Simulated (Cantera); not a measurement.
Input: 1 mol Fe3O4, 7.5 mol H2, 54 mol N2, equilibrated at 6.38 Torr.

Cantera equilibrium calculation (NASA polynomials, part measured and part estimated; ideal gas, pure solids and liquids). Candidate condensed phases: Fe, FeO, Fe(OH)2, Fe(OH)3, Fe2O3, Fe3O4, H2O; 27 gas species. The numbers say what is thermodynamically allowed, not how fast it happens.

Question: At 2150 K, list the 7 most abundant gas species with their mole fractions, and the condensed phases.

Answer: N2 0.832, H2O 0.0580, H2 0.0516, Fe 0.0448, H 0.0104, OH 0.00151, FeO 0.00140. Condensed: gas only.
